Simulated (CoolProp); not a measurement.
Properties of propane along the isotherm 387 K.

The numbers come from the reference Helmholtz-energy equation of state, Lemmon 2009 in CoolProp.

| p (kPa) | phase | density (kg/m³) | cp (kJ/(kg K)) | cv (kJ/(kg K)) | isothermal compressibility (1/MPa) | viscosity (µPa s) |
|---|---|---|---|---|---|---|
| 134 | gas | 1.854 | 2.076 | 1.880 | 7.533 | 10.5 |
| 227 | gas | 3.161 | 2.084 | 1.882 | 4.477 | 10.5 |
| 383 | gas | 5.394 | 2.099 | 1.886 | 2.684 | 10.5 |
| 646 | gas | 9.280 | 2.125 | 1.894 | 1.625 | 10.6 |
| 1090 | gas | 16.22 | 2.177 | 1.907 | 1.001 | 10.7 |
| 1840 | gas | 29.30 | 2.292 | 1.934 | 0.6411 | 11.0 |
| 3110 | gas | 57.40 | 2.647 | 1.993 | 0.4616 | 11.9 |
| 5240 | supercritical | 169.3 | 7.709 | 2.213 | 0.7295 | 18.6 |
| 8840 | supercritical | 353.0 | 3.757 | 2.059 | 0.04082 | 44.8 |
| 14900 | supercritical | 404.9 | 3.101 | 2.029 | 0.01389 | 59.2 |
| 25200 | supercritical | 446.0 | 2.849 | 2.024 | 0.006659 | 74.7 |
| 42500 | supercritical | 484.8 | 2.714 | 2.032 | 0.003607 | 94.4 |

The peak of cp marks the crossing from liquid-like to gas-like fluid above the critical point.

Viscosity comes from a separate model (Vogel 1998).
